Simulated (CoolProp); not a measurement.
Model: reference Helmholtz-energy equation of state, Lemmon 2006, in CoolProp. It is a short technical equation, of lower accuracy than the large ones.

Question: For CH3F (R41), give the phase and the Z, cv (kJ/(kg K)), speed of sound (m/s), Joule-Thomson coefficient (K/MPa) at 93.15 °C and 40.9 bar; 76.75 °C and 10.9 bar.

Answer: 
- 93.15 °C and 40.9 bar: gas; Z 0.822, cv 1.10, speed of sound 301, Joule-Thomson coefficient 9.25
- 76.75 °C and 10.9 bar: gas; Z 0.946, cv 0.986, speed of sound 317, Joule-Thomson coefficient 11.2
